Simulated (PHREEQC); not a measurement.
Consider water at 41 °C with 0.027 mol/kgw HF, 0.0018 mol/kgw Na2CO3 and 0.0002 mol/kgw KCl. Closed to the air; pH follows from the charge balance.

Computed with PHREEQC (ion-association model, wateq4f.dat).

This is a speciation only: nothing precipitates in the calculation.

Order these F species by the share of F that they hold, largest first: HF2-, H2F2, HF, F-.

HF (73 %), F- (20 %), H2F2 (4.1 %), HF2- (3.3 %)

The pH is 2.70 and the ionic strength 0.00595 mol/kgw. Species that the database lacks are ignored. Away from 25 °C the constants follow the database's enthalpies or fits; those with neither stay at their 25 °C values.
